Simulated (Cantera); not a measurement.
**Iron carbonyl, mercury and lead vapours: Fe(CO)5 + O2 + N2**

Input: 1 mol Fe(CO)5, 0.45 mol O2, a varied amount of N2, at 727 °C and 32.0 Pa.

Cantera equilibrium calculation (NASA polynomials, part measured and part estimated; ideal gas, pure solids and liquids). Candidate condensed phases: C, Fe, Fe(CO)5, FeO, Fe2O3, Fe3O4; 27 gas species. Rates play no part.

```
n(N2) (mol)  log p N2  log p CO  log p CO2  n Fe(α)
-----------  --------  --------  ---------  -------
2.5             -3.97     -3.76      -4.42     1.00
4.5             -3.82     -3.86      -4.52     1.00
8.3             -3.70     -4.01      -4.66     1.00
15              -3.62     -4.18      -4.84     1.00
28              -3.57     -4.40      -5.06     1.00
51              -3.54     -4.63      -5.29     1.00
94              -3.52     -4.88      -5.54     1.00
```
log p: log10 of the partial pressure in bar; n: condensed amount in mol.

From 2.5 mol N2 to 94 mol N2 the condensed part is Fe(α).
